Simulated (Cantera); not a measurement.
Charge: 1 mol Al, 3.1 mol Cl₂, 4.7 mol N₂, equilibrated at 998 K and 1.33 mbar.

Equilibrium computed with Cantera from the NASA thermochemical tables; the gas is ideal and each condensed phase is pure. Candidate condensed phases: Al, AlCl₃, AlN; 11 gas species. The numbers say what is thermodynamically allowed, not how fast it happens.

Base state: N₂ 0.642, Cl₂ 0.216, AlCl₃ 0.137, Cl 0.00480 (mole fractions); condensed: gas only.

Q: What changes in the equilibrium state with this change: pressure from 1.33 mbar to 1.40 Pa?

A: 
```json
[
 {"species": "N₂", "before": "0.642", "after": "0.630"},
 {"species": "Cl₂", "before": "0.216", "after": "0.192"},
 {"species": "AlCl₃", "before": "0.137", "after": "0.134"},
 {"species": "Cl", "before": "0.00480", "after": "0.0442"}
]
```
